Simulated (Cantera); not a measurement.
Cantera run, input and output.

```python
import numpy as np
import cantera as ct

gas = ct.Solution("gri30.yaml")
gas.TPX = 1848, 100000, {'CH4': 1, 'CO2': 3, 'H2O': 0.0052}
reactor = ct.IdealGasConstPressureReactor(gas, energy="off", clone=False)
net = ct.ReactorNet([reactor])
net.rtol, net.atol = 1e-08, 1e-18
show = ['CH4', 'CO2', 'C2H', 'HCO', 'H2', 'O2']
times = np.geomspace(3e-05, 300, 10)

steps = ct.SolutionArray(gas, extra=["t"])
rows = []
print(f"{'t/s':>10s}{'T/K':>9s}{'P/Pa':>11s}" + "".join(f"{s:>11s}" for s in show))
for t in times:
    while net.time < t:
        t_next = net.step()
        steps.append(gas.state, t=t_next)
    rows.append([np.interp(t, steps.t, y) for y in (steps.T, steps.P, *steps(*show).X.T)])
    print(f"{t:10.3e}{rows[-1][0]:9.1f}{rows[-1][1]:11.4g}" + "".join(f"{x:11.3e}" for x in rows[-1][2:]))
rate = np.gradient(steps.T, steps.t)
print("integrator steps:", len(steps.t))
if steps.T.max() > steps.T[0] + 200:
    print(f"time of steepest temperature rise: {steps.t[rate.argmax()]:.4e} s")
gas.TPX = 1848, 100000, {'CH4': 1, 'CO2': 3, 'H2O': 0.0052}
gas.equilibrate("TP")
print(f"equilibrium (TP): T = {gas.T:.1f} K  " + "  ".join(f"{s} {gas[s].X[0]:.3e}" for s in show))
```

It prints:

```
       t/s      T/K       P/Pa        CH4        CO2        C2H        HCO         H2         O2
 3.000e-05   1848.0      1e+05  2.469e-01  7.481e-01  1.252e-10  1.145e-08  1.377e-03  2.348e-12
 1.798e-04   1848.0      1e+05  2.141e-01  7.321e-01  7.222e-08  4.960e-07  2.825e-02  5.535e-11
 1.078e-03   1848.0      1e+05  1.031e-01  6.038e-01  6.928e-07  2.696e-07  1.198e-01  1.066e-09
 6.463e-03   1848.0      1e+05  1.447e-02  3.425e-01  1.569e-06  1.291e-07  7.048e-02  9.859e-09
 3.875e-02   1848.0      1e+05  5.541e-03  2.060e-01  4.404e-07  6.713e-08  1.130e-01  9.649e-09
 2.323e-01   1848.0      1e+05  3.217e-04  1.534e-01  3.072e-09  5.326e-08  1.516e-01  9.064e-09
 1.392e+00   1848.0      1e+05  1.350e-09  1.525e-01  4.922e-18  5.545e-08  1.524e-01  9.945e-09
 8.348e+00   1848.0      1e+05  1.350e-09  1.525e-01  4.922e-18  5.545e-08  1.524e-01  9.945e-09
 5.004e+01   1848.0      1e+05  1.350e-09  1.525e-01  4.922e-18  5.545e-08  1.524e-01  9.945e-09
 3.000e+02   1848.0      1e+05  1.350e-09  1.525e-01  4.922e-18  5.545e-08  1.524e-01  9.945e-09
integrator steps: 2226
equilibrium (TP): T = 1848.0 K  CH4 1.467e-09  CO2 1.525e-01  C2H 5.322e-18  HCO 5.545e-08  H2 1.524e-01  O2 9.945e-09
```

Detailed kinetics in Cantera: GRI-Mech 3.0 (53 species, 325 reactions).
